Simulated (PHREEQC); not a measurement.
**Buffer: speciation**

Make-up at 65 °C: 0.0045 mol NaHCO3, 1.5e-05 mol Na2B4O7 and 0.0087 mol LiCl per kg of water. Closed to the air; pH follows from the charge balance.

All values are PHREEQC results (ion-association model with the Davies equation for every ion, phreeqc.dat), not measurements.

This is a speciation only: nothing precipitates in the calculation.

What pH, ionic strength does the model give?

pH 8.07; ionic strength 0.0133 mol/kgw.

In which forms is C present?

HCO3- 97 %, CO2 1.4 %, CO3-2 1.2 % of the C.

Away from 25 °C the constants follow the database's enthalpies or fits; those with neither stay at their 25 °C values.
